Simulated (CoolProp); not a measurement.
The numbers come from the reference Helmholtz-energy equation of state, Lemmon 2005 in CoolProp. It is a short technical equation, of lower accuracy than the large ones.

Question: Give the vapour pressure (kPa), liquid density (kg/m³), vapour density (kg/m³), liquid cp (kJ/(kg K)) of saturated trans-2-butene at 348.7 K.

Answer: 
| T (K) | p (kPa) | liquid density (kg/m³) | vapour density (kg/m³) | liquid cp (kJ/(kg K)) |
|---|---|---|---|---|
| 348.7 | 900 | 531 | 21.3 | 2.66 |
